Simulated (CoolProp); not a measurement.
A single-stage vapour-compression cycle with the fluid: evaporating at 220.15 K (dew point), condensing at 279.15 K (bubble point), superheat 8 K, subcooling 2 K, compressor efficiency 0.65, no pressure losses. The same conditions are run with several fluids, on thermodynamics alone (safety and materials aside).

Values from CoolProp's reference Helmholtz-energy equation of state of each fluid (C2F6 (R116): Lemmon 2006; R13: Platzer 1990; dimethyl ether: Wu 2011; R227EA: Lemmon 2016; R115: Lemmon 2016; isobutane: Bücker 2006). The equations of Platzer and Polt are older, rougher fits.

```json
[
 {"fluid": "C2F6 (R116)", "cooling COP": "1.24", "pressure ratio": "6.57", "discharge temperature (K)": "297.8", "refrigerating effect (kJ/kg)": "44.4", "volumetric capacity (kJ/m³)": "1160"},
 {"fluid": "R13", "cooling COP": "1.55", "pressure ratio": "6.14", "discharge temperature (K)": "326.3", "refrigerating effect (kJ/kg)": "77.6", "volumetric capacity (kJ/m³)": "1750"},
 {"fluid": "dimethyl ether", "cooling COP": "1.97", "pressure ratio": "13.3", "discharge temperature (K)": "365.7", "refrigerating effect (kJ/kg)": "378", "volumetric capacity (kJ/m³)": "229"},
 {"fluid": "R227EA", "cooling COP": "1.79", "pressure ratio": "16.2", "discharge temperature (K)": "301.0", "refrigerating effect (kJ/kg)": "91.1", "volumetric capacity (kJ/m³)": "124"},
 {"fluid": "R115", "cooling COP": "1.76", "pressure ratio": "10.1", "discharge temperature (K)": "303.1", "refrigerating effect (kJ/kg)": "80.2", "volumetric capacity (kJ/m³)": "350"},
 {"fluid": "isobutane", "cooling COP": "1.95", "pressure ratio": "13.7", "discharge temperature (K)": "324.9", "refrigerating effect (kJ/kg)": "286", "volumetric capacity (kJ/m³)": "125"}
]
```
